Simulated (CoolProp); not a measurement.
The fluid at 455.47 K and 0.401 MPa expands adiabatically to 0.0421 MPa with isentropic efficiency 1. The same conditions are run with several fluids, on thermodynamics alone (safety and materials aside).

Model: reference Helmholtz-energy equation of state of each fluid (carbon monoxide: Lemmon 2006; R142b: Lemmon 2006; hydrogen sulfide: Lemmon 2006; R141b: Lemmon 2006; n-hexane: Thol 2019), in CoolProp.

**Question.** Rank carbon monoxide, R142b, hydrogen sulfide, R141b, n-hexane by work (kJ/kg), highest first.

**Answer.** carbon monoxide (225), hydrogen sulfide (193), n-hexane (91.1), R142b (76.6), R141b (65.5)

| fluid | final temperature (K) | final density (kg/m³) |
|---|---|---|
| carbon monoxide | 239.7 | 0.592 |
| R142b | 377.3 | 1.35 |
| hydrogen sulfide | 265.6 | 0.653 |
| R141b | 379.8 | 1.57 |
| n-hexane | 411.1 | 1.07 |
